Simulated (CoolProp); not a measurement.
Computed with CoolProp (reference Helmholtz-energy equation of state, Gao 2020).

Problem. Give the vapour pressure (bar), vapour density (kg/m³), surface tension (mN/m) of saturated ammonia at 37.65, 51.25, 71.75 °C.

Solution. 
```
T (°C)  p (bar)  vapour density (kg/m³)  surface tension (mN/m)
------  -------  ----------------------  ----------------------
37.65      14.6                    11.3                    17.6
51.25      21.0                    16.3                    14.6
71.75      34.5                    27.6                    10.3
```

Surface tension comes from a separate correlation (Mulero 2012).
